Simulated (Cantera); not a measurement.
Reactions in the system F-S

Source: NASA polynomial tables (part measured, part estimated), evaluated in Cantera. Values are per mole of reaction as written; species without (g) are pure solids or liquids, kept so even where they would boil at 1 bar.

S + 2 F2(g) = SF4(g)

```json
[
 {"T (K)": "300", "ΔH° (kJ)": "-763.2", "ΔS° (J/K)": "-138.0", "ΔG° (kJ)": "-721.8", "log10 K": "125.67", "condensed phases": "S(s)"},
 {"T (K)": "475", "ΔH° (kJ)": "-767.1", "ΔS° (J/K)": "-148.0", "ΔG° (kJ)": "-696.8", "log10 K": "76.62", "condensed phases": "S(l)"},
 {"T (K)": "525", "ΔH° (kJ)": "-767.9", "ΔS° (J/K)": "-149.5", "ΔG° (kJ)": "-689.4", "log10 K": "68.59", "condensed phases": "S(l)"},
 {"T (K)": "575", "ΔH° (kJ)": "-768.5", "ΔS° (J/K)": "-150.7", "ΔG° (kJ)": "-681.9", "log10 K": "61.94", "condensed phases": "S(l)"},
 {"T (K)": "625", "ΔH° (kJ)": "-768.9", "ΔS° (J/K)": "-151.4", "ΔG° (kJ)": "-674.3", "log10 K": "56.35", "condensed phases": "S(l)"},
 {"T (K)": "675", "ΔH° (kJ)": "-769.2", "ΔS° (J/K)": "-151.8", "ΔG° (kJ)": "-666.7", "log10 K": "51.59", "condensed phases": "S(l)"},
 {"T (K)": "725", "ΔH° (kJ)": "-769.3", "ΔS° (J/K)": "-152.0", "ΔG° (kJ)": "-659.1", "log10 K": "47.49", "condensed phases": "S(l)"},
 {"T (K)": "775", "ΔH° (kJ)": "-769.4", "ΔS° (J/K)": "-152.1", "ΔG° (kJ)": "-651.5", "log10 K": "43.91", "condensed phases": "S(l)"},
 {"T (K)": "825", "ΔH° (kJ)": "-769.5", "ΔS° (J/K)": "-152.3", "ΔG° (kJ)": "-643.9", "log10 K": "40.77", "condensed phases": "S(l)"}
]
```

SF6(g) = SF4(g) + 2 F(g)

| T (K) | ΔH° (kJ) | ΔS° (J/K) | ΔG° (kJ) | log10 K |
|---|---|---|---|---|
| 300 | 616.1 | 325.8 | 518.4 | -90.26 |
| 475 | 619.2 | 334.1 | 460.5 | -50.64 |
| 525 | 619.7 | 335.1 | 443.8 | -44.15 |
| 575 | 620.0 | 335.7 | 427.0 | -38.79 |
| 625 | 620.3 | 336.1 | 410.2 | -34.28 |
| 675 | 620.4 | 336.3 | 393.4 | -30.44 |
| 725 | 620.5 | 336.5 | 376.6 | -27.13 |
| 775 | 620.6 | 336.5 | 359.8 | -24.25 |
| 825 | 620.6 | 336.5 | 342.9 | -21.71 |
